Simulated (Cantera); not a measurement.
Input (Python, Cantera):

```python
import numpy as np
import cantera as ct

gas = ct.Solution("gri30.yaml")
gas.TPX = 1223, 1333, {'H2': 0.24, 'O2': 1}
reactor = ct.IdealGasConstPressureReactor(gas, energy="off", clone=False)
net = ct.ReactorNet([reactor])
net.rtol, net.atol = 1e-08, 1e-18
show = ['H2', 'O2', 'O', 'OH', 'H', 'H2O']
times = np.geomspace(2e-05, 100, 13)

steps = ct.SolutionArray(gas, extra=["t"])
rows = []
print(f"{'t/s':>10s}{'T/K':>9s}{'P/Pa':>11s}" + "".join(f"{s:>11s}" for s in show))
for t in times:
    while net.time < t:
        t_next = net.step()
        steps.append(gas.state, t=t_next)
    rows.append([np.interp(t, steps.t, y) for y in (steps.T, steps.P, *steps(*show).X.T)])
    print(f"{t:10.3e}{rows[-1][0]:9.1f}{rows[-1][1]:11.4g}" + "".join(f"{x:11.3e}" for x in rows[-1][2:]))
rate = np.gradient(steps.T, steps.t)
print("integrator steps:", len(steps.t))
if steps.T.max() > steps.T[0] + 200:
    print(f"time of steepest temperature rise: {steps.t[rate.argmax()]:.4e} s")
gas.TPX = 1223, 1333, {'H2': 0.24, 'O2': 1}
gas.equilibrate("TP")
print(f"equilibrium (TP): T = {gas.T:.1f} K  " + "  ".join(f"{s} {gas[s].X[0]:.3e}" for s in show))
```

Result:

```
       t/s      T/K       P/Pa         H2         O2          O         OH          H        H2O
 2.000e-05   1223.0       1333  1.935e-01  8.065e-01  7.730e-10  6.561e-10  3.910e-09  2.914e-10
 7.232e-05   1223.0       1333  1.935e-01  8.065e-01  8.368e-09  5.764e-09  1.690e-08  9.402e-09
 2.615e-04   1223.0       1333  1.935e-01  8.065e-01  2.713e-07  1.696e-07  4.047e-07  6.196e-07
 9.457e-04   1223.0       1333  1.643e-01  7.897e-01  8.224e-03  4.740e-03  1.235e-02  2.068e-02
 3.420e-03   1223.0       1333  8.012e-03  7.045e-01  6.696e-02  9.968e-03  5.265e-02  1.579e-01
 1.237e-02   1223.0       1333  4.625e-03  7.452e-01  3.452e-02  7.750e-03  1.994e-02  1.880e-01
 4.472e-02   1223.0       1333  7.355e-04  7.794e-01  5.150e-03  3.118e-03  1.143e-03  2.104e-01
 1.617e-01   1223.0       1333  5.303e-05  7.850e-01  3.719e-04  8.424e-04  2.213e-05  2.137e-01
 5.848e-01   1223.0       1333  5.675e-06  7.856e-01  4.046e-05  2.785e-04  7.949e-07  2.141e-01
 2.115e+00   1223.0       1333  9.401e-07  7.857e-01  6.794e-06  1.141e-04  5.468e-08  2.142e-01
 7.647e+00   1223.0       1333  2.027e-07  7.857e-01  1.476e-06  5.319e-05  5.538e-09  2.143e-01
 2.765e+01   1223.0       1333  6.076e-08  7.857e-01  4.436e-07  2.915e-05  9.151e-10  2.143e-01
 1.000e+02   1223.0       1333  4.294e-08  7.857e-01  3.131e-07  2.448e-05  5.447e-10  2.143e-01
integrator steps: 2034
equilibrium (TP): T = 1223.0 K  H2 4.282e-08  O2 7.857e-01  O 3.122e-07  OH 2.445e-05  H 5.425e-10  H2O 2.143e-01
```

Computed with Cantera and GRI-Mech 3.0 (53 species, 325 reactions). Radical loss at walls, strong at low pressure, is not modelled. The temperature is held fixed by assumption; the heat of reaction is taken as removed at once.
